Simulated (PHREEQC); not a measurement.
Dissolve 15 mmol/kgw FeCl3, 30 mmol/kgw CaCl2 and 0.31 mmol/kgw Na2SO4 at 25 °C. Closed to the air; pH follows from the charge balance.

The numbers come from PHREEQC with the ion-association model, phreeqc.dat.

No solid was allowed to form.

Question: Predict the pH, density, ionic strength.

Answer: pH 2.30; density 1.002 g/cm³; ionic strength 0.160 mol/kgw.

Question: In which forms is Cl present?

Answer: Cl- 95 %, FeCl+2 3.9 %, FeCl2+ 1.1 % of the Cl.

The solution is supersaturated, for example in Hematite (slow to form), Goethite (slow to form), so a real one may precipitate; this is no full list. Species that the database lacks are ignored.
